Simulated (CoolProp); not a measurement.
Vapour-liquid equilibrium of ethanol (1) + benzene (2) at 354.4 K; x and y are mole fractions of (1).

The numbers come from the multi-fluid Helmholtz-energy mixture model, Schroeder 2014 and Thol 2012; pair parameters Bell 2016 in CoolProp.

Q: Give the bubble pressure and the first vapour's composition at x = 0.05, 0.8, 0.95. Is there an azeotrope?

A: x = 0.05: 0.1247 MPa, y = 0.190; x = 0.8: 0.1466 MPa, y = 0.641; x = 0.95: 0.1233 MPa, y = 0.875. y crosses x between x = 0.35 and 0.5: the model has an azeotrope there.

Pair parameters are fitted to limited data, so mixtures are less certain than the pure fluids.
